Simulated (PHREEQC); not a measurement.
A solution holds 0.24 mol NaH2PO4, 0.027 mol KOH and 0.037 mol NaCl per kg of water, at 20 °C. Closed to the air; pH follows from the charge balance.

Equilibrium calculation in PHREEQC: ion-association model, phreeqc.dat.

Precipitation was switched off in this run.

Question: Order these P species by the share of P that they hold, largest first: H2PO4-, HPO4-2, KHPO4-, NaHPO4-.

Answer: H2PO4- (89 %), HPO4-2 (9.8 %), NaHPO4- (1.3 %), KHPO4- (0.12 %)

The pH is 5.81 and the ionic strength 0.324 mol/kgw. Complexes and solids missing from the database can't appear.
